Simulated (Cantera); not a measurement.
A Cantera script and what it prints.

```python
import numpy as np
import cantera as ct

gas_names = """
    H H2 H2S Ni NiS S SH S2 S8
""".split()
cond_names = """
    Ni(cr) Ni(L) NiS(b) NiS(a) NiS(L) NiS2(s) NiS2(L) Ni3S2(I) Ni3S2(II) Ni3S2(L) Ni3S4(s) S(cr1) S(cr2)
    S(L)
""".split()


# ... load() reads the species with a 1 bar reference pressure and builds the phases ...
atoms = {
    'NiS': {'Ni': 1, 'S': 1},
    'H2': {'H': 2},
}
top_T = {'Ni3S4(s)': 620}  # K; cautious upper limits of use, not melting points


# ... equilibrate(T, P, feed) seeds the gas with the atoms and calls Mixture.equilibrate('TP', solver="vcs", rtol=1e-11, max_steps=5000) ...
results = []
feed = {'NiS': 1, 'H2': 1700}  # mol
T = 973  # K
P = 570000  # Pa
mix = equilibrate(T, P, feed)
results.append((T, P, feed, dict(zip(mix.species_names, mix.species_moles))))
print(gas.report(threshold=0.0001))
for i in range(1, mix.n_phases):
    print(f"{mix.phase(i).name:16s} {mix.phase_moles(i):12.5e} mol")
```

Result:

```
       temperature   973 K
          pressure   5.7e+05 Pa
           density   0.14337 kg/m^3
  mean mol. weight   2.0349 kg/kmol
   phase of matter   gas

                          1 kg             1 kmol
                     ---------------   ---------------
          enthalpy         9.762e+06        1.9864e+07  J
   internal energy        5.7863e+06        1.1774e+07  J
           entropy             74222        1.5103e+05  J/K
    Gibbs function       -6.2456e+07       -1.2709e+08  J
 heat capacity c_p             14820             30156  J/K
 heat capacity c_v             10734             21841  J/K

                      mass frac. Y      mole frac. X     chem. pot. / RT
                     ---------------   ---------------   ---------------
                H2           0.99015           0.99941           -15.698
               H2S         0.0098506        0.00058823           -35.155
     [   +7 minor]        1.4241e-08        1.3136e-09

Ni(cr)            1.00000e+00 mol
NiS(a)            0.00000e+00 mol
NiS2(s)           0.00000e+00 mol
Ni3S2(II)         0.00000e+00 mol
S(L)              0.00000e+00 mol
```

Method: chemical equilibrium by Gibbs-energy minimisation in Cantera with the NASA 1993 tables (ideal gas, pure condensed phases).
